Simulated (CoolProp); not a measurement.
Properties of n-nonane at several states.

Model: reference Helmholtz-energy equation of state, Lemmon 2006, in CoolProp. It is a short technical equation, of lower accuracy than the large ones.

```csv
T (K),p (kPa),phase,Z,speed of sound (m/s),viscosity (µPa s),conductivity (mW/(m K)),fugacity coefficient
559.9,5060,liquid,0.2905,393.6,85.4,80.9,0.2516
312.6,2030,liquid,0.1422,1163,561,124,0.0007766
464.4,23.8,gas,0.9908,174.4,8.34,25.2,0.9909
337.3,245,liquid,0.01640,1059,425,116,0.01994
320.6,19.8,liquid,0.001368,1119,503,121,0.1067
```

Viscosity comes from a separate model (Huber 2004). Thermal conductivity comes from a separate model (Huber 2005).
